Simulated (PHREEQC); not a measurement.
Consider water at 20 °C with 0.11 mol/kgw NH4HF2, 0.03 mol/kgw H2SiF6 and 0.84 mol/kgw HCl. Closed to the air; pH follows from the charge balance.

The numbers come from PHREEQC with the ion-association model, phreeqc.dat.

| quantity | before | after |
|---|---|---|
| pH | 0.23 | 0.52 |
| F- (mol/kgw) | 0.000570 | 0.000455 |
| HF2- (mol/kgw) | 0.000426 | 0.000178 |
| SI of Quartz (SiO2) | -6.87 | -5.54 |

Q: What was changed between the two runs?
(A) H2SiF6 from 0.03 to 0.015 mol/kgw
(B) temperature from 20 to 90 °C
(C) diluted 2-fold with water
(D) NH4HF2 from 0.11 to 0.099 mol/kgw
(E) diluted 100-fold with water

A: C, diluted 2-fold with water

This is a speciation only: nothing precipitates in the calculation. The ionic strength passes 0.7 mol/kgw, the rough limit of the ion-association models, in before. SiF6-2 is the database's only silicon fluoride.
